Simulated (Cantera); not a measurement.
Standard-state values (1 bar) from the NASA 1993 polynomials, evaluated with Cantera. Values are per mole of reaction as written; species without (g) are pure solids or liquids, kept so even where they would boil at 1 bar.

Question: Between 923 and 1323 K, where is each reaction favourable under standard conditions?
- 3 TiO(g) + 2 CO2(g) ⇌ Ti3O5 + 2 CO(g)

Answer: 
- 3 TiO(g) + 2 CO2(g) ⇌ Ti3O5 + 2 CO(g): ΔG° is -1534 kJ at 923 K and -1332 kJ at 1323 K; it stays negative (K > 1). ΔH° is -1989 kJ and ΔS° -497 J/K at 1323 K.
